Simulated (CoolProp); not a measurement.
Vapour-liquid equilibrium of o-xylene (1) + n-nonane (2) at 10.1 bar; x and y are mole fractions of (1).

The numbers come from the multi-fluid Helmholtz-energy mixture model, Zhou 2012 and Lemmon 2006; pair parameters Bell 2016 in CoolProp.

| x | bubble temperature (°C) | y at the bubble point | dew temperature at overall composition x (°C) | liquid density (mol/L) |
|---|---|---|---|---|
| 0.05 | 264.3 | 0.056 | 264.4 | 3.797 |
| 0.125 | 263.4 | 0.139 | 263.5 | 3.926 |
| 0.2 | 262.5 | 0.219 | 262.7 | 4.061 |
| 0.275 | 261.6 | (withheld) | 261.9 | 4.203 |
| 0.35 | 260.9 | 0.373 | 261.1 | 4.351 |
| 0.425 | (withheld) | 0.447 | 260.4 | 4.506 |
| 0.5 | 259.6 | 0.520 | 259.8 | 4.669 |
| 0.575 | 259.2 | 0.591 | 259.3 | 4.841 |
| 0.65 | 258.8 | 0.661 | 258.8 | 5.021 |
| 0.725 | 258.5 | 0.731 | 258.5 | 5.212 |
| 0.8 | 258.4 | 0.802 | 258.4 | 5.414 |
| 0.875 | 258.4 | 0.874 | 258.4 | (withheld) |
| 0.95 | 258.5 | 0.949 | 258.5 | 5.853 |

**Question.** Some entries are withheld; supply them.

**Answer.** 
- 0.275, y at the bubble point: 0.298
- 0.425, bubble temperature (°C): 260.2
- 0.875, liquid density (mol/L): 5.627

y crosses x between x = 0.8 and 0.875: the model has an azeotrope there.

The pair parameters rest on a limited set of measurements; away from them the model extrapolates.
